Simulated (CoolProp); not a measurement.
500 sccm (0 °C, 1 atm) of nitrogen bubbles through liquid the fluoroketone C6F12O (FK-5-1-12) at 275.7 K and leaves saturated at a total pressure of 0.15 MPa (ideal gas phase). Each further row changes one setting.

Values from CoolProp's reference Helmholtz-energy equation of state, McLinden 2015.

```csv
case,vapour pressure (kPa),mole fraction of vapour,delivery (mg/min),delivery (sccm),change of delivery for a bath 1 K warmer (%)
as stated,14.2,(withheld),(withheld),52.4,5.8
bath temperature 280.7 K,18.3,(withheld),979,69.4,(withheld)
total pressure 0.3 MPa,14.2,0.0474,(withheld),(withheld),5.5
```

**Question.** What belongs in the gaps?

**Answer.** 
- as stated, mole fraction of vapour: 0.0949
- as stated, delivery (mg/min): 739
- bath temperature 280.7 K, mole fraction of vapour: 0.122
- bath temperature 280.7 K, change of delivery for a bath 1 K warmer (%): 5.7
- total pressure 0.3 MPa, delivery (mg/min): 351
- total pressure 0.3 MPa, delivery (sccm): 24.9
